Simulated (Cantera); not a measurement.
A diamond (100) surface in a fixed gas of H2 with x(CH4) = 0.0031, x(H) = 0.00056, x(CH3) = 0.0014, at 1250 K; coverages are run to steady state.

Model: the Harris–Goodwin 1993 mechanism for the reconstructed diamond (100) surface, integrated in Cantera.

One state of this run: growth (µm/h) = 5.06; θ c6HH = 0.459; θ c6H* = 0.0394; θ c6*H = 0.459; θ c6** = 0.0149; θ c6HM = 0.00821. θ: site fractions in the mechanism's names (c6HH fully hydrogenated, c6H* and c6*H radical sites, c6** diradical, c6HM methylated).

**Question.** Which value of P (Pa) does it belong to?
A) 6400
B) 3400
C) 4600
D) 2400

**Answer.** A, 6400
